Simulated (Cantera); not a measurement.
A closed system holds: 1 mol SiCl₄, 2 mol H₂, held at 1198.15 K and 0.280 bar.

Cantera equilibrium calculation (NASA polynomials, part measured and part estimated; ideal gas, pure solids and liquids). Candidate condensed phases: Si; 19 gas species. The tables' values for SiCl₃ are old estimates; treat these amounts as uncertain. Rates play no part.

Base state: H₂ 0.587, SiCl₄ 0.253, HCl 0.0854, SiHCl₃ 0.0468, SiCl₃ 0.0167, SiCl₂ 0.00978, SiH₂Cl₂ 0.00113 (mole fractions); condensed: gas only.

**Question.** What changes in the equilibrium state with this change: temperature from 1198.15 K to 675 K?

**Answer.** 
| species | before | after |
|---|---|---|
| H₂ | 0.587 | 0.661 |
| SiCl₄ | 0.253 | 0.328 |
| HCl | 0.0854 | 0.00534 |
| SiCl₃ | 0.0167 | 4.30e-7 |
| SiHCl₃ | 0.0468 | 0.00533 |
| SiCl₂ | 0.00978 | <1e-9 |
| SiH₂Cl₂ | 0.00113 | 5.36e-6 |
